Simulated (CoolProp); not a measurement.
Values from CoolProp's reference Helmholtz-energy equation of state, McLinden 2020.

For R1336mzz(Z), give the phase and the density (kg/m³), cp (kJ/(kg K)), cv (kJ/(kg K)), expansivity (1/kK) at 226.85 °C and 200 bar.


- 226.85 °C and 200 bar: supercritical; density 958, cp 1.42, cv 1.12, expansivity 2.58
